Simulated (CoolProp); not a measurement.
Properties of nitrous oxide at several states.

Computed with CoolProp (reference Helmholtz-energy equation of state, Lemmon 2006). It is a short technical equation, of lower accuracy than the large ones.

| T (K) | p (MPa) | phase | cp (kJ/(kg K)) | cv (kJ/(kg K)) | speed of sound (m/s) | Joule-Thomson coefficient (K/MPa) | isothermal compressibility (1/MPa) |
|---|---|---|---|---|---|---|---|
| 293.3 | 0.245 | gas | 0.8885 | 0.6879 | 263.8 | [?] | 4.140 |
| 360 | 0.302 | gas | [?] | 0.7492 | [?] | 7.102 | 3.341 |
| 474.6 | 29.6 | supercritical | 1.568 | 0.9179 | 370.1 | 1.542 | 0.03134 |
| 265.9 | 6.47 | liquid | 2.009 | 0.9083 | 657.5 | 0.1154 | 0.005305 |
| 299.7 | 0.0671 | gas | [?] | 0.6906 | 268.0 | 10.75 | 14.96 |

Problem. Some entries are withheld; supply them.

Solution. 
- 293.3, Joule-Thomson coefficient (K/MPa): 11.35
- 360, cp (kJ/(kg K)): 0.9461
- 360, speed of sound (m/s): 290.5
- 299.7, cp (kJ/(kg K)): 0.8824
